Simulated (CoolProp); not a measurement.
Model: reference Helmholtz-energy equation of state, de Reuck 1993, in CoolProp.

Question: For methanol, give the phase and the Z, fugacity coefficient at 620 K and 9.74 MPa; 620 K and 25.4 MPa.

Answer: 
- 620 K and 9.74 MPa: supercritical; Z 0.793, fugacity coefficient 0.814
- 620 K and 25.4 MPa: supercritical; Z 0.541, fugacity coefficient 0.594
